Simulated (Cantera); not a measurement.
Thermodynamics of carbothermic reduction, feed Cu₂O + C + N₂

Input: 1 mol Cu₂O, 4 mol C, 0.21 mol N₂, held at 280 Pa.

These are equilibrium values from Cantera (NASA tables, ideal gas, pure condensed phases), not measurements of a reactor. Candidate condensed phases: C, Cu, CuO, Cu₂O; 27 gas species. Kinetics and transport are ignored.

```json
[
 {"T (°C)": "1027", "x CO": "0.826", "x N₂": "0.174", "x Cu": "5.63e-5", "x Cu₂": "4.63e-9", "x CO₂": "9.89e-6", "n C(graphite)": "3.00", "n Cu(s)": "2.00", "n Cu(l)": "0"},
 {"T (°C)": "1052", "x CO": "0.826", "x N₂": "0.174", "x Cu": "0.000100", "x Cu₂": "1.05e-8", "x CO₂": "7.38e-6", "n C(graphite)": "3.00", "n Cu(s)": "2.00", "n Cu(l)": "0"},
 {"T (°C)": "1077", "x CO": "0.826", "x N₂": "0.174", "x Cu": "0.000175", "x Cu₂": "2.29e-8", "x CO₂": "5.57e-6", "n C(graphite)": "3.00", "n Cu(s)": "2.00", "n Cu(l)": "0"},
 {"T (°C)": "1102", "x CO": "0.826", "x N₂": "0.174", "x Cu": "0.000294", "x Cu₂": "4.74e-8", "x CO₂": "4.25e-6", "n C(graphite)": "3.00", "n Cu(s)": "0", "n Cu(l)": "2.00"},
 {"T (°C)": "1127", "x CO": "0.826", "x N₂": "0.173", "x Cu": "0.000482", "x Cu₂": "9.40e-8", "x CO₂": "3.28e-6", "n C(graphite)": "3.00", "n Cu(s)": "0", "n Cu(l)": "2.00"},
 {"T (°C)": "1152", "x CO": "0.826", "x N₂": "0.173", "x Cu": "0.000776", "x Cu₂": "1.82e-7", "x CO₂": "2.55e-6", "n C(graphite)": "3.00", "n Cu(s)": "0", "n Cu(l)": "2.00"},
 {"T (°C)": "1177", "x CO": "0.825", "x N₂": "0.173", "x Cu": "0.00123", "x Cu₂": "3.44e-7", "x CO₂": "2.00e-6", "n C(graphite)": "3.00", "n Cu(s)": "0", "n Cu(l)": "2.00"},
 {"T (°C)": "1202", "x CO": "0.825", "x N₂": "0.173", "x Cu": "0.00191", "x Cu₂": "6.36e-7", "x CO₂": "1.58e-6", "n C(graphite)": "3.00", "n Cu(s)": "0", "n Cu(l)": "2.00"},
 {"T (°C)": "1227", "x CO": "0.824", "x N₂": "0.173", "x Cu": "0.00294", "x Cu₂": "1.15e-6", "x CO₂": "1.26e-6", "n C(graphite)": "3.00", "n Cu(s)": "0", "n Cu(l)": "2.00"},
 {"T (°C)": "1252", "x CO": "0.823", "x N₂": "0.173", "x Cu": "0.00444", "x Cu₂": "2.04e-6", "x CO₂": "1.01e-6", "n C(graphite)": "3.00", "n Cu(s)": "0", "n Cu(l)": "1.99"},
 {"T (°C)": "1277", "x CO": "0.821", "x N₂": "0.172", "x Cu": "0.00663", "x Cu₂": "3.55e-6", "x CO₂": "8.18e-7", "n C(graphite)": "3.00", "n Cu(s)": "0", "n Cu(l)": "1.99"},
 {"T (°C)": "1302", "x CO": "0.818", "x N₂": "0.172", "x Cu": "0.00976", "x Cu₂": "6.06e-6", "x CO₂": "6.63e-7", "n C(graphite)": "3.00", "n Cu(s)": "0", "n Cu(l)": "1.99"},
 {"T (°C)": "1327", "x CO": "0.815", "x N₂": "0.171", "x Cu": "0.0142", "x Cu₂": "1.02e-5", "x CO₂": "5.41e-7", "n C(graphite)": "3.00", "n Cu(s)": "0", "n Cu(l)": "1.98"}
]
```
x: gas mole fraction; n: condensed amount in mol.

From 1027 °C to 1077 °C the condensed part is C(graphite) + Cu(s). From 1102 °C to 1327 °C the condensed part is C(graphite) + Cu(l). The main Cu-bearing gas is Cu throughout.
